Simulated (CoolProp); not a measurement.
Vapour pressure (bar) of R141b: the reference equation beside estimates from Tc = 477.5 K, pc = 42.12 bar, ω = 0.220. Clausius-Clapeyron is anchored at 344.9 K with a constant enthalpy of vaporisation of 23.63 kJ/mol.

The numbers come from the reference Helmholtz-energy equation of state, Lemmon 2006 in CoolProp. It is a short technical equation, of lower accuracy than the large ones.

```csv
T (K),reference,Clausius-Clapeyron,van der Waals,Redlich-Kwong,Soave-Redlich-Kwong,Peng-Robinson
296.9,0.7499,0.8986,4.481,1.242,0.7480,0.7586
308.9,1.152,1.303,5.575,1.823,1.149,1.158
320.9,1.705,1.839,6.835,2.586,1.702,1.705
332.9,2.444,2.530,8.270,3.559,2.443,2.436
344.9,3.406,3.406,9.889,4.772,3.409,3.387
356.9,4.628,4.493,11.70,6.256,4.641,4.599
368.9,6.153,5.822,13.71,8.038,6.181,6.114
380.9,8.022,7.422,15.93,10.15,8.076,7.978
392.9,10.28,9.321,18.37,12.61,10.37,10.24
405,13.00,11.57,21.04,15.48,13.14,12.97
417,16.18,14.16,23.93,18.73,16.38,16.18
429,19.90,17.13,27.05,22.41,20.17,19.95
```

Absolute difference from the reference over all 12 rows, mean and median: Clausius-Clapeyron 8.9 and 8.6 %, van der Waals 184.1 and 137.8 %, Redlich-Kwong 35.3 and 32.9 %, Soave-Redlich-Kwong 0.6 and 0.4 %, Peng-Robinson 0.4 and 0.5 %.
